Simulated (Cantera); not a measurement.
# Halide evaporation, hydrolysis and transport: NaCl + HCl + N₂

Input: 1 mol NaCl, 1.2 mol HCl, 0.37 mol N₂, held at 0.000780 bar.

Method: chemical equilibrium by Gibbs-energy minimisation in Cantera with the NASA 1993 tables (ideal gas, pure condensed phases). Candidate condensed phases: NH₄Cl, Na, NaCl; 17 gas species. Equilibrium is a limit: real reactors are often held back by kinetics, nucleation or transport.

From 1500 °C to 1675 °C nothing is condensed. The main Na-bearing gas is NaCl throughout.

```csv
T (°C),x HCl,x NaCl,x N₂,x Cl,x H₂,x H,x Na
1500,0.432,0.382,0.142,0.0292,0.0134,0.00118,0.00126
1525,0.427,0.380,0.141,0.0335,0.0151,0.00155,0.00163
1550,0.421,0.379,0.141,0.0382,0.0170,0.00202,0.00208
1575,0.415,0.377,0.140,0.0434,0.0191,0.00262,0.00265
1600,0.408,0.375,0.140,0.0491,0.0212,0.00336,0.00334
1625,0.401,0.372,0.139,0.0553,0.0234,0.00428,0.00420
1650,0.393,0.370,0.139,0.0621,0.0258,0.00541,0.00524
1675,0.385,0.366,0.138,0.0695,0.0281,0.00679,0.00649
```
x: gas mole fraction; nothing condenses.
